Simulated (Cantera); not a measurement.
Equilibrium for carbon deposition, reforming and gasification: C2H2 + O2 + H2

Feed: 1 mol C2H2, 0.095 mol O2, 3.2 mol H2, equilibrated at 1000 Pa.

Cantera equilibrium calculation (NASA polynomials, part measured and part estimated; ideal gas, pure solids and liquids). Candidate condensed phases: C, C6H6, C7H8, C8H18, H2O; 110 gas species. Kinetics and transport are ignored.

From 525 K to 2725 K the condensed part is C(graphite). The main C-bearing gas is CH4 at 525 K and CO at 2725 K.

```csv
T (K),log p H2,log p CH4,log p H,log p H2O,log p CO,log p C2H2 (acetylene),log p CO2,log p C2H,n C(graphite)
525,-2.59,-2.18,<-14,-3.13,-6.53,<-14,-5.13,<-14,0.318
725,-2.04,-3.37,<-14,-3.59,-3.84,<-14,-4.51,<-14,1.75
925,-2.02,-4.68,-10.59,-5.22,-3.37,-11.92,-6.26,<-14,1.80
1125,-2.02,-5.58,-8.36,-6.57,-3.36,-9.66,-7.96,<-14,1.81
1325,-2.02,-6.21,-6.80,-7.53,-3.36,-8.09,-9.14,<-14,1.81
1525,-2.02,-6.68,-5.64,-8.23,-3.36,-6.94,-10.00,-13.21,1.81
1725,-2.02,-7.04,-4.74,-8.76,-3.36,-6.06,-10.65,-10.98,1.81
1925,-2.02,-7.33,-4.03,-9.19,-3.37,-5.36,-11.16,-9.21,1.81
2125,-2.04,-7.58,-3.46,-9.54,-3.37,-4.81,-11.58,-7.79,1.80
2325,-2.07,-7.83,-2.99,-9.87,-3.39,-4.38,-11.94,-6.62,1.77
2525,-2.15,-8.13,-2.62,-10.20,-3.42,-4.07,-12.28,-5.67,1.72
2725,-2.30,-8.56,-2.35,-10.60,-3.47,-3.88,-12.61,-4.90,1.62
```
log p: log10 of the partial pressure in bar; n: condensed amount in mol.
